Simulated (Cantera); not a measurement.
**Thermodynamics of silicon nitride deposition, feed SiH4 + N2 + H2**

Feed: 1 mol SiH4, 0.21 mol N2, 9.9 mol H2, held at 1.33 mbar.

Cantera equilibrium calculation (NASA polynomials, part measured and part estimated; ideal gas, pure solids and liquids). Candidate condensed phases: Si, Si3N4; 18 gas species. The tables' values for SiN are old estimates; treat these amounts as uncertain. Gases not in the tables: Si2H6 and higher silanes. Kinetics and transport are ignored.

```json
[
 {"T (°C)": "1400", "x H2": "0.979", "x N2": "0.0173", "x H": "0.00309", "x Si": "0.000313", "x SiH": "1.91e-5", "x Si2": "1.21e-6", "n Si(s)": "0.996", "n Si(l)": "0"},
 {"T (°C)": "1425", "x H2": "0.978", "x N2": "0.0173", "x H": "0.00392", "x Si": "0.000493", "x SiH": "2.77e-5", "x Si2": "2.14e-6", "n Si(s)": "0", "n Si(l)": "0.993"},
 {"T (°C)": "1450", "x H2": "0.977", "x N2": "0.0173", "x H": "0.00494", "x Si": "0.000738", "x SiH": "3.83e-5", "x Si2": "3.49e-6", "n Si(s)": "0", "n Si(l)": "0.990"},
 {"T (°C)": "1475", "x H2": "0.975", "x N2": "0.0173", "x H": "0.00618", "x Si": "0.00109", "x SiH": "5.24e-5", "x Si2": "5.61e-6", "n Si(s)": "0", "n Si(l)": "0.986"},
 {"T (°C)": "1500", "x H2": "0.973", "x N2": "0.0172", "x H": "0.00769", "x Si": "0.00160", "x SiH": "7.11e-5", "x Si2": "8.89e-6", "n Si(s)": "0", "n Si(l)": "0.979"},
 {"T (°C)": "1525", "x H2": "0.971", "x N2": "0.0172", "x H": "0.00950", "x Si": "0.00231", "x SiH": "9.55e-5", "x Si2": "1.39e-5", "n Si(s)": "0", "n Si(l)": "0.970"},
 {"T (°C)": "1550", "x H2": "0.968", "x N2": "0.0172", "x H": "0.0117", "x Si": "0.00332", "x SiH": "0.000127", "x Si2": "2.15e-5", "n Si(s)": "0", "n Si(l)": "0.956"},
 {"T (°C)": "1575", "x H2": "0.964", "x N2": "0.0171", "x H": "0.0143", "x Si": "0.00471", "x SiH": "0.000168", "x Si2": "3.27e-5", "n Si(s)": "0", "n Si(l)": "0.938"},
 {"T (°C)": "1600", "x H2": "0.959", "x N2": "0.0171", "x H": "0.0173", "x Si": "0.00661", "x SiH": "0.000220", "x Si2": "4.94e-5", "n Si(s)": "0", "n Si(l)": "0.913"}
]
```
x: gas mole fraction; n: condensed amount in mol.

At 1400 °C the condensed part is Si(s). From 1425 °C to 1600 °C the condensed part is Si(l). The main Si-bearing gas is Si throughout. The share of Si in condensed phases is highest at 1400 °C (99.6 %) and lowest at 1600 °C (91.3 %).
